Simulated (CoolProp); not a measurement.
Vapour-liquid equilibrium of R113 (1) + n-heptane (2) at 0.706 MPa; x and y are mole fractions of (1).

The numbers come from the multi-fluid Helmholtz-energy mixture model, Marx 1992 and Span 2003; pair parameters Bell 2016 in CoolProp.

### Question
Give the bubble temperature and the first vapour's composition at x = 0.05, 0.125, 0.35. Is there an azeotrope?

### Answer
x = 0.05: 176.4 °C, y = 0.120; x = 0.125: 169.1 °C, y = 0.275; x = 0.35: 151.1 °C, y = 0.597. No azeotrope shows between x = 0.05 and 0.95.

Pair parameters are fitted to limited data, so mixtures are less certain than the pure fluids.
